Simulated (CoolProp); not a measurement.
Aqueous calcium chloride as a coolant, at 29 °C, 1 atm.

Model: Melinder's fits for secondary coolants, in CoolProp.

```
mass %  freezing point (°C)  density (kg/m³)  cp (kJ/(kg K))  viscosity (mPa s)  Prandtl number
------  -------------------  ---------------  --------------  -----------------  --------------
1.1                    -0.5             1005           4.114              0.847            5.69
3.5                    -1.6             1025           3.981              0.902            5.89
5.8                    -2.8             1045           3.856              0.955            6.07
8.2                    -4.4             1067           3.725               1.01            6.26
10.6                   -6.4             1090           3.595               1.09            6.50
12.9                   -8.6             1111           3.473               1.17            6.80
15.3                  -11.4             1134           3.349               1.28            7.21
17.7                  -14.6             1156           3.233               1.42            7.75
20                    -18.3             1177           3.131               1.58            8.42
22.4                  -22.8             1199           3.036               1.79            9.32
```
